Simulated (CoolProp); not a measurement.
Values from CoolProp's reference Helmholtz-energy equation of state, Leachman 2009.

### Question
Give the vapour pressure (MPa), liquid density (kg/m³), enthalpy of vaporisation (kJ/kg), surface tension (mN/m) of saturated normal hydrogen at 32.3 K.

### Answer
| T (K) | p (MPa) | liquid density (kg/m³) | enthalpy of vaporisation (kJ/kg) | surface tension (mN/m) |
|---|---|---|---|---|
| 32.3 | 1.15 | 45.3 | 182 | 0.0734 |

Surface tension comes from a separate correlation (Mulero 2012).
